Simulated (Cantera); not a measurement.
Feed: 1 mol PbO, 0.04 mol H₂, held at 630 Pa.

Equilibrium computed with Cantera from the NASA thermochemical tables; the gas is ideal and each condensed phase is pure. Candidate condensed phases: H₂O, Pb, PbO, PbO₂, Pb₃O₄; 12 gas species. Gases not in the tables: (PbO)n polymers. Rates play no part. All values below are at 1127 °C.

Base state: PbO 0.355, Pb 0.323, H₂O 0.321, O₂ 0.00110, H₂ 5.49e-5, OH 5.27e-5, Pb₂ 1.59e-5 (mole fractions); condensed: PbO(l).

Question: What changes in the equilibrium state with this change: H₂ from 0.04 to 0.81 mol?

Answer: 
| species | before | after |
|---|---|---|
| Pb | 0.323 | 0.447 |
| H₂O | 0.321 | 0.447 |
| PbO | 0.355 | 0.105 |
| O₂ | 0.00110 | 5.05e-5 |
| H₂ | 5.49e-5 | 0.000358 |
| Pb₂ | 1.59e-5 | 3.05e-5 |
| OH | 5.27e-5 | 2.88e-5 |
| PbO(l), mol | 0.915 | 0 |
